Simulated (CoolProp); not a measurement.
Vapour pressure (bar) of ethylene: the reference equation beside estimates from Tc = 9.2 °C, pc = 50.42 bar, ω = 0.087.

Computed with CoolProp (reference Helmholtz-energy equation of state, Smukala 2000).

```json
[
 {"T (°C)": "-88.85", "reference": "2.256", "Lee-Kesler": "2.249", "van der Waals": "7.006", "Redlich-Kwong": "2.373", "Peng-Robinson": "2.267"},
 {"T (°C)": "-83.45", "reference": "2.914", "Lee-Kesler": "2.909", "van der Waals": "8.171", "Redlich-Kwong": "3.088", "Peng-Robinson": "2.922"},
 {"T (°C)": "-77.95", "reference": "3.722", "Lee-Kesler": "3.720", "van der Waals": "9.482", "Redlich-Kwong": "3.965", "Peng-Robinson": "3.726"},
 {"T (°C)": "-72.45", "reference": "4.687", "Lee-Kesler": "4.689", "van der Waals": "10.92", "Redlich-Kwong": "5.011", "Peng-Robinson": "4.687"},
 {"T (°C)": "-66.95", "reference": "5.826", "Lee-Kesler": "5.831", "van der Waals": "12.50", "Redlich-Kwong": "6.241", "Peng-Robinson": "5.823"},
 {"T (°C)": "-61.55", "reference": "7.130", "Lee-Kesler": "7.139", "van der Waals": "14.19", "Redlich-Kwong": "7.644", "Peng-Robinson": "7.125"},
 {"T (°C)": "-56.05", "reference": "8.666", "Lee-Kesler": "8.677", "van der Waals": "16.05", "Redlich-Kwong": "9.288", "Peng-Robinson": "8.660"},
 {"T (°C)": "-50.55", "reference": "10.43", "Lee-Kesler": "10.44", "van der Waals": "18.06", "Redlich-Kwong": "11.16", "Peng-Robinson": "10.43"},
 {"T (°C)": "-45.05", "reference": "12.44", "Lee-Kesler": "12.45", "van der Waals": "20.22", "Redlich-Kwong": "13.29", "Peng-Robinson": "12.44"},
 {"T (°C)": "-39.65", "reference": "14.67", "Lee-Kesler": "14.68", "van der Waals": "22.49", "Redlich-Kwong": "15.63", "Peng-Robinson": "14.69"},
 {"T (°C)": "-34.15", "reference": "17.23", "Lee-Kesler": "17.23", "van der Waals": "24.97", "Redlich-Kwong": "18.28", "Peng-Robinson": "17.26"}
]
```

Absolute difference from the reference over all 11 rows, mean and median: Lee-Kesler 0.1 and 0.1 %, van der Waals 110.1 and 99.0 %, Redlich-Kwong 6.6 and 6.8 %, Peng-Robinson 0.1 and 0.1 %.
